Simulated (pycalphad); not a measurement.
CALPHAD calculation (pycalphad, COST 507 light-alloy database (1999)), 1 atm. The database dates from 1999; later assessments differ in places, in temperatures and in the compounds included. Phase fractions are per mole of atoms. Kinetics are ignored, which matters at the lower temperatures.

Problem. Give the equilibrium state of Cu-43.65Si (wt.%) at 277 °C.

Solution. 
```
T = 550.00 K, P = 101325 Pa, N = 1 mol of atoms
G = -15949 J/mol, H = 7048 J/mol, S = 41.81 J/(mol K)  (SER reference)
chemical potentials (J/mol): Cu -22560, Si -12177
phase             fraction      x(Cu)      x(Si)
DIAMOND_A4          0.5220       none     1.0000
CU19SI6_ETA         0.4780     0.7600     0.2400
```

Problem. Give the equilibrium state of Cu-43.65Si (wt.%) at 1077 °C.

Solution. 
```
T = 1350.00 K, P = 101325 Pa, N = 1 mol of atoms
G = -62203 J/mol, H = 44225 J/mol, S = 78.84 J/(mol K)  (SER reference)
chemical potentials (J/mol): Cu -86352, Si -48424
phase             fraction      x(Cu)      x(Si)
LIQUID              0.7427     0.4892     0.5108
DIAMOND_A4          0.2573       none     1.0000
```

Database names, with the compositions (at.%) that they take in these runs: CU19SI6_ETA: Cu 76 Si 24. DIAMOND_A4 is diamond (Si). An entry "none" or "no" means that the model of the phase leaves that element out.
